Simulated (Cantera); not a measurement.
Cantera run, input and output.

```python
import numpy as np
import cantera as ct

gas = ct.Solution("gri30.yaml")
gas.TPX = 1050, 34000, {'H2': 0.84, 'O2': 0.77, 'N2': 2.9}
reactor = ct.IdealGasConstPressureReactor(gas, energy="off", clone=False)
net = ct.ReactorNet([reactor])
net.rtol, net.atol = 1e-08, 1e-18
show = ['H2', 'O2', 'H', 'NO2', 'O', 'NO']
times = np.geomspace(0.0001, 200, 14)

steps = ct.SolutionArray(gas, extra=["t"])
rows = []
print(f"{'t/s':>10s}{'T/K':>9s}{'P/Pa':>11s}" + "".join(f"{s:>11s}" for s in show))
for t in times:
    while net.time < t:
        t_next = net.step()
        steps.append(gas.state, t=t_next)
    rows.append([np.interp(t, steps.t, y) for y in (steps.T, steps.P, *steps(*show).X.T)])
    print(f"{t:10.3e}{rows[-1][0]:9.1f}{rows[-1][1]:11.4g}" + "".join(f"{x:11.3e}" for x in rows[-1][2:]))
rate = np.gradient(steps.T, steps.t)
print("integrator steps:", len(steps.t))
if steps.T.max() > steps.T[0] + 200:
    print(f"time of steepest temperature rise: {steps.t[rate.argmax()]:.4e} s")
gas.TPX = 1050, 34000, {'H2': 0.84, 'O2': 0.77, 'N2': 2.9}
gas.equilibrate("TP")
print(f"equilibrium (TP): T = {gas.T:.1f} K  " + "  ".join(f"{s} {gas[s].X[0]:.3e}" for s in show))
```

Result:

```
       t/s      T/K       P/Pa         H2         O2          H        NO2          O         NO
 1.000e-04   1050.0    3.4e+04  1.863e-01  1.707e-01  1.085e-07  1.579e-24  1.983e-08  9.154e-19
 3.053e-04   1050.0    3.4e+04  1.616e-01  1.602e-01  1.117e-02  1.983e-12  1.960e-03  1.599e-08
 9.319e-04   1050.0    3.4e+04  2.918e-03  8.670e-02  1.745e-04  7.760e-09  2.291e-04  1.667e-06
 2.845e-03   1050.0    3.4e+04  7.339e-04  8.586e-02  8.162e-06  5.946e-08  2.655e-05  1.619e-06
 8.685e-03   1050.0    3.4e+04  1.879e-04  8.564e-02  7.943e-07  1.664e-07  4.316e-06  1.512e-06
 2.651e-02   1050.0    3.4e+04  2.956e-05  8.558e-02  6.049e-08  2.535e-07  6.054e-07  1.425e-06
 8.094e-02   1050.0    3.4e+04  1.843e-06  8.557e-02  2.275e-09  1.879e-07  9.280e-08  1.491e-06
 2.471e-01   1050.0    3.4e+04  4.559e-08  8.557e-02  9.661e-11  6.937e-08  2.163e-08  1.610e-06
 7.543e-01   1050.0    3.4e+04  5.409e-09  8.557e-02  1.368e-11  2.024e-08  6.394e-09  1.659e-06
 2.303e+00   1050.0    3.4e+04  1.671e-09  8.557e-02  2.602e-12  1.054e-08  2.084e-09  1.668e-06
 7.030e+00   1050.0    3.4e+04  6.564e-10  8.557e-02  6.391e-13  1.286e-08  7.482e-10  1.666e-06
 2.146e+01   1050.0    3.4e+04  4.518e-10  8.557e-02  3.224e-13  2.095e-08  3.856e-10  1.658e-06
 6.551e+01   1050.0    3.4e+04  4.392e-10  8.557e-02  2.952e-13  2.352e-08  3.412e-10  1.655e-06
 2.000e+02   1050.0    3.4e+04  4.387e-10  8.557e-02  2.938e-13  2.365e-08  3.388e-10  1.655e-06
integrator steps: 1921
equilibrium (TP): T = 1050.0 K  H2 4.384e-10  O2 8.556e-02  H 2.932e-13  NO2 4.606e-07  O 3.377e-10  NO 3.215e-05
```

Cantera simulation using GRI-Mech 3.0 (53 species, 325 reactions); the numbers are that mechanism's predictions, not measurements. The temperature is held fixed by assumption; the heat of reaction is taken as removed at once.
